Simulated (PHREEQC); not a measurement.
FeCl3 is added in steps, without added water, to 1 kg of water holding 0.0025 mol LiOH, at 70 °C. Oxygen is held at 0.21 atm. CO2 from the air is kept out. Only these solids could form: Hematite.

Base run: PHREEQC, ion-association model, wateq4f.dat. Each further column changes one thing. The table gives Fe in solution (mol/kgw).

| FeCl3 added (mol) | base | Davies equation for every ion | all activity coefficients set to 1 | Debye-Hückel limiting law | metal-ligand complexes left out |
|---|---|---|---|---|---|
| 0 | 0 | 0 | 0 | 0 | 0 |
| 0.000625 | 4.08e-13 | 4.09e-13 | 4.09e-13 | 4.09e-13 | 4.08e-13 |
| 0.0009375 | 1.20e-11 | 1.20e-11 | 1.17e-11 | 1.20e-11 | 1.20e-11 |
| 0.001563 | 1.94e-10 | 1.93e-10 | 1.73e-10 | 1.95e-10 | 1.92e-10 |
| 0.001875 | 3.66e-10 | 3.64e-10 | 3.17e-10 | 3.69e-10 | 3.60e-10 |
| 0.0025 | 9.08e-10 | 9.02e-10 | 7.53e-10 | 9.23e-10 | 8.75e-10 |
| 0.003125 | 1.77e-9 | 1.76e-9 | 1.42e-9 | 1.82e-9 | 1.66e-9 |
| 0.003438 | 2.34e-9 | 2.33e-9 | 1.85e-9 | 2.42e-9 | 2.17e-9 |
| 0.004063 | 3.84e-9 | 3.83e-9 | 2.95e-9 | 4.00e-9 | 3.44e-9 |
| 0.004375 | 4.78e-9 | 4.77e-9 | 3.64e-9 | 5.01e-9 | 4.22e-9 |
| 0.005 | 7.12e-9 | 7.13e-9 | 5.33e-9 | 7.54e-9 | 6.07e-9 |

Constants without temperature data keep their 25 °C values here.
